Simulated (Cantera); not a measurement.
Feed: 1 mol BCl3, 0.068 mol O2, 6.3 mol H2, held at 1648.15 K and 0.0320 bar.

Method: chemical equilibrium by Gibbs-energy minimisation in Cantera with the NASA 1993 tables (ideal gas, pure condensed phases). Candidate condensed phases: B, B2O3, B3O3H3, H2O; 33 gas species. The tables' values for BOCl, BCl, BCl2, BH2 are old estimates; treat these amounts as uncertain. Gases not in the tables: BHCl2. Rates play no part.

Base state: H2 0.641, HCl 0.321, BCl3 0.0169, HBO 0.00976, BOCl 0.00573, BCl 0.00273, BCl2 0.00188, B2O2 0.000770 (mole fractions); condensed: B(s).

### Question
What changes in the equilibrium state with this change: pressure from 0.0320 bar to 0.420 bar?

### Answer
| species | before | after |
|---|---|---|
| H2 | 0.641 | 0.675 |
| HCl | 0.321 | 0.273 |
| BCl3 | 0.0169 | 0.0350 |
| B3O3H3 | 1.77e-6 | 0.000193 |
| B3O3Cl3 | 1.80e-5 | 0.00104 |
| Cl | 0.000157 | 3.59e-5 |
| BCl | 0.00273 | 0.000625 |
| B(s), mol | 0.696 | 0.580 |
The tables' values for BOCl, BCl2, BCl, BH2 are old estimates; treat these amounts as uncertain.

### Question
What changes in the equilibrium state with this change: BCl3 replaced by BF3?

### Answer
```csv
species,before,after
H2,0.641,0.820
BF3,0,0.108
HF,0,0.0452
HCl,0.321,0
BOF,0,0.0181
BCl3,0.0169,0
BOCl,0.00573,0
BF2,0,0.00438
BHF2,0,0.00359
BCl,0.00273,0
BCl2,0.00188,0
"B(s), mol",0.696,0
```
The tables' values for BF2 are old estimates; treat these amounts as uncertain.

### Question
What changes in the equilibrium state with this change: temperature from 1648.15 K to 1300 K?

### Answer
```json
[
 {"species": "H2", "before": "0.641", "after": "0.716"},
 {"species": "HCl", "before": "0.321", "after": "0.226"},
 {"species": "BCl3", "before": "0.0169", "after": "0.0510"},
 {"species": "BO", "before": "0.000130", "after": "2.50e-7"},
 {"species": "B3O3Cl3", "before": "1.80e-5", "after": "0.00521"},
 {"species": "B3O3H3", "before": "1.77e-6", "after": "0.000253"},
 {"species": "BCl", "before": "0.00273", "after": "2.01e-5"},
 {"species": "B(s), mol", "before": "0.696", "after": "0.476"}
]
```
The tables' values for BOCl, BCl2, BCl are old estimates; treat these amounts as uncertain.
